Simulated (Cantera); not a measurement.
# Catalytic stagnation flow on Pt

A jet of CH₄ : O₂ : N₂ = 0.066 : 0.12 : 0.79 (molar parts) at 300 K and 26.3 Torr hits a platinum plate 3.2 cm away at a mass flux of 0.02 kg/m²/s; the plate temperature is set and raised in steps from an oxygen-covered start.

Cantera simulation using Deutschmann's 1995 Pt surface mechanism with GRI-Mech 3.0 gas chemistry; the numbers are that mechanism's predictions, not measurements. Catalytic surfaces can have several steady states; this one follows from the mechanism file's or the stated starting coverage.

```
plate T (K)  wall x CH₄  wall x O₂  wall x H₂O  wall x OH  wall x CO  wall x CO₂  θ free Pt      θ O*    θ OH*    θ CO*
-----------  ----------  ---------  ----------  ---------  ---------  ----------  ---------  --------  -------  -------
900              0.0428     0.0697      0.0468    5.48e-8    2.03e-5      0.0306      0.287     0.712  0.00122  1.99e-5
950              0.0312     0.0451      0.0684    1.72e-7    2.23e-5      0.0448      0.395     0.604  0.00130  1.66e-5
1000             0.0210     0.0237      0.0870    4.37e-7    2.41e-5      0.0573      0.529     0.469  0.00125  1.42e-5
1050            0.00682    0.00417       0.112    1.94e-8     0.0198      0.0512      0.980  0.000174  3.22e-5   0.0190
1100            0.00689    0.00431       0.111    4.95e-8     0.0195      0.0515      0.990  0.000201  2.97e-5  0.00966
1150            0.00701    0.00449       0.110    1.19e-7     0.0187      0.0523      0.994  0.000240  2.80e-5  0.00504
1200            0.00717    0.00468       0.109    2.70e-7     0.0175      0.0534      0.997  0.000293  2.70e-5  0.00269
1250            0.00741    0.00492       0.107    5.83e-7     0.0162      0.0549      0.998  0.000364  2.65e-5  0.00148
```
x: mole fraction at the wall; θ: surface coverage.
